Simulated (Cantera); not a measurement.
Gas activation for diamond growth

An isothermal, constant-pressure homogeneous reactor starts with 1.67 % CH4, 98.0 % H2, 0.0794 % N2, 0.206 % H2O, at 2323 K and 1700 Pa.

Computed with Cantera and GRI-Mech 3.0 (53 species, 325 reactions). GRI-Mech 3.0 stops at C3 and has no aromatics, soot or wall deposition, so with more carbon than oxygen in the feed, carbon stays in small species such as C2H2 where larger ones or solid carbon would form. Radical loss at walls, strong at low pressure, is not modelled.

| t (s) | x CH4 | x H2 | x C2H | x HCN | x H | x C2H2 |
|---|---|---|---|---|---|---|
| 0.000100 | 0.0164 | 0.980 | <1e-12 | <1e-12 | 0.000641 | 1.56e-8 |
| 0.000314 | 0.0160 | 0.978 | 1.33e-10 | 2.88e-12 | 0.00204 | 1.34e-6 |
| 0.000988 | 0.0146 | 0.974 | 2.52e-8 | 2.28e-10 | 0.00625 | 8.25e-5 |
| 0.00311 | 0.00966 | 0.967 | 1.42e-6 | 1.14e-8 | 0.0157 | 0.00183 |
| 0.00977 | 0.00234 | 0.963 | 7.63e-6 | 1.11e-7 | 0.0244 | 0.00630 |
| 0.0307 | 0.000370 | 0.957 | 1.21e-5 | 3.10e-7 | 0.0322 | 0.00753 |
| 0.0965 | 0.000121 | 0.947 | 1.55e-5 | 6.65e-7 | 0.0424 | 0.00725 |
| 0.304 | 1.75e-5 | 0.931 | 2.10e-5 | 1.49e-6 | 0.0593 | 0.00692 |
| 0.954 | 3.90e-6 | 0.914 | 2.75e-5 | 2.32e-6 | 0.0767 | 0.00686 |
| 3.00 | 3.53e-6 | 0.910 | 2.88e-5 | 5.02e-6 | 0.0803 | 0.00685 |
x: mole fraction; the columns are a selection and need not sum to one.

Equilibrium at this temperature and pressure: CH4 3.45e-6, H2 0.910, C2H 2.67e-5, HCN 0.000992, H 0.0803, C2H2 0.00635 (gas phase only).
